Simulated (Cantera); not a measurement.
A closed system holds: 1 mol HgO, 0.59 mol H₂, held at 0.133 bar.

Cantera equilibrium calculation (NASA polynomials, part measured and part estimated; ideal gas, pure solids and liquids). Candidate condensed phases: H₂O, Hg, HgO; 10 gas species. Kinetics and transport are ignored.

Q: Which condensed phases are stable at each of these points (T (K)): 475, 575, 675, 775, 875, 975, 1075, 1175?

A: 
| T (K) | condensed phases | Hg condensed (%) |
|---|---|---|
| 475 | Hg(l) + HgO(s) | 86.9 |
| 575 | HgO(s) | 40.8 |
| 675 | gas only | 0.0 |
| 775 | gas only | 0.0 |
| 875 | gas only | 0.0 |
| 975 | gas only | 0.0 |
| 1075 | gas only | 0.0 |
| 1175 | gas only | 0.0 |

At 475 K the condensed part is Hg(l) + HgO(s). At 575 K the condensed part is HgO(s). From 675 K to 1175 K nothing is condensed.
